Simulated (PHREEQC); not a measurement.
0.027 g of hydrous ferric oxide (600 m²/g; 0.2 weak and 0.005 strong sites per Fe, Dzombak-Morel constants, diffuse double layer) in 1 kg of water with 0.005 mol/kgw of an inert sodium salt and 0.00081 mmol/kgw Na2HAsO4, at 25 °C; the pH is set by adding NaOH or the inert anion's acid. Oxygen alone is held at its pressure in air (log pO2 = -0.68). The system is closed to CO2. Nothing may precipitate in this run.

Equilibrium calculation in PHREEQC: ion-association model, wateq4f.dat.

```tsv
pH	As sorbed (%)	surface charge σ (C/m²)	surface potential ψ (mV)
4	100.0	0.177	192
4.5	100.0	0.126	175
5	100.0	0.086	156
5.5	100.0	0.056	134
6	100.0	0.035	110
6.5	100.0	0.021	85
7	100.0	0.011	58
7.5	100.0	0.005	30
8	99.7	0.000	2
8.5	97.8	-0.004	-26
9	85.6	-0.010	-53
9.5	48.5	-0.018	-79
10	14.1	-0.031	-103
```

Species that the database lacks are ignored.
